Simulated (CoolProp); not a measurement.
Aqueous methanol as a coolant, at 6 °C, 1 atm.

Computed with CoolProp (Melinder's fits for secondary coolants).

```tsv
mass %	freezing point (°C)	Prandtl number	density (kg/m³)	viscosity (mPa s)	cp (kJ/(kg K))
4.7	-2.8	13.4	991.7	1.73	4.254
10.9	-7.2	17.1	982.7	2.08	4.219
17.2	-12.5	20.8	974.6	2.42	4.131
23.5	-18.5	24.0	966.6	2.70	4.027
29.8	-25.5	26.6	958.1	2.87	3.917
36.1	-33.3	28.2	948.7	2.93	3.802
42.4	-42.2	28.6	938.5	2.88	3.676
```
